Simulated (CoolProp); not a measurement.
Vapour-liquid equilibrium of n-perfluorobutane (1) + R365MFC (2) at 3.25 °C; x and y are mole fractions of (1).

Model: multi-fluid Helmholtz-energy mixture model, Gao 2022 and Lemmon 2016; pair parameters Bell 2016, in CoolProp.

Task: Give the bubble pressure and the first vapour's composition at x = 0.275, 0.575, 0.65. Is there an azeotrope?

Result: x = 0.275: 0.09759 MPa, y = 0.807; x = 0.575: 0.1096 MPa, y = 0.845; x = 0.65: 0.1121 MPa, y = 0.856. No azeotrope shows between x = 0.05 and 0.95.

Pair parameters are fitted to limited data, so mixtures are less certain than the pure fluids. With so large a gap from Raoult's law the liquid may split in two, which this calculation doesn't test in full.
